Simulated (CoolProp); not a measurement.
Saturation properties of octamethyltrisiloxane (MDM) (Tc = 292.2 °C, pc = 1.438 MPa, ω = 0.528).

Model: reference Helmholtz-energy equation of state, Thol 2017, in CoolProp.

| T (°C) | p (MPa) | enthalpy of vaporisation (kJ/kg) | surface tension (mN/m) |
|---|---|---|---|
| -18.55 | 1.530e-5 | 221.8 | 20.7 |
| -15.95 | 1.965e-5 | 220.7 | 20.5 |
| -13.35 | 2.507e-5 | 219.7 | 20.2 |
| -10.75 | 3.180e-5 | 218.6 | 20.0 |
| -8.15 | 4.010e-5 | 217.6 | 19.7 |
| -5.65 | 4.986e-5 | 216.5 | 19.5 |
| -3.05 | 6.221e-5 | 215.5 | 19.2 |
| -0.45 | 7.720e-5 | 214.4 | 19.0 |
| 2.15 | 9.532e-5 | 213.4 | 18.7 |
| 4.75 | 0.0001171 | 212.4 | 18.5 |
| 7.35 | 0.0001432 | 211.3 | 18.2 |
| 9.95 | 0.0001743 | 210.3 | 18.0 |
| 12.55 | 0.0002111 | 209.2 | 17.7 |
| 15.15 | 0.0002547 | 208.2 | 17.5 |

It boils at 152.5 °C under 1 atm.

Surface tension comes from a separate correlation (Mulero 2014), older than this fluid's equation and unchecked against measurements.
